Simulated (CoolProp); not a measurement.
A Linde-Hampson liquefier for carbon monoxide: isothermal reversible compression at 200 K from 1 atm to 5 MPa, throttling to 1 atm, return gas leaving the recuperator 0 K below the feed. Each further row changes one setting.

Values from CoolProp's reference Helmholtz-energy equation of state, Lemmon 2006. It is a short technical equation, of lower accuracy than the large ones.

| case | liquid yield per pass | compression work (kJ/kg of gas) |
|---|---|---|
| as stated | 0.083 | 224 |
| high pressure 10 MPa | 0.166 | 259 |
| warm-end temperature 230 K | 0.057 | 261 |
| warm-end gap 5 K | 0.069 | 224 |
